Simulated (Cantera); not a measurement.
An adiabatic, constant-pressure homogeneous reactor starts with H₂ : O₂ : N₂ = 1 : 0.98 : 3.69 (molar parts), equivalence ratio 0.51, at 1548 K and 1.09 atm. Integrator tolerance rtol = 1e-08.

Model: GRI-Mech 3.0 (53 species, 325 reactions), integrated in Cantera.

```tsv
quantity	before	after
time of steepest temperature rise	11.2 µs	12.3 µs
temperature at 0.100 s	2576 K	2572 K
equilibrium temperature	2576 K	2572 K
x(H₂) at 0.100 s	0.00507 (gas-phase equilibrium 0.00507)	0.00522 (gas-phase equilibrium 0.00522)
x(O₂) at 0.100 s	0.0798 (gas-phase equilibrium 0.0798)	0.0798 (gas-phase equilibrium 0.0798)
x(H₂O) at 0.100 s	0.176 (gas-phase equilibrium 0.176)	0.175 (gas-phase equilibrium 0.175)
x(HO₂) at 0.100 s	1.14e-5 (gas-phase equilibrium 1.14e-5)	1.10e-5 (gas-phase equilibrium 1.10e-5)
x(O) at 0.100 s	0.00564 (gas-phase equilibrium 0.00564)	0.00582 (gas-phase equilibrium 0.00582)
```

Task: Name the change that produced these shifts.
A) pressure from 1.09 atm to 4.93 atm
B) pressure from 1.09 atm to 3.45 atm
C) pressure from 1.09 atm to 0.987 atm
D) initial temperature 1548 to 1273 K

Result: C, pressure from 1.09 atm to 0.987 atm
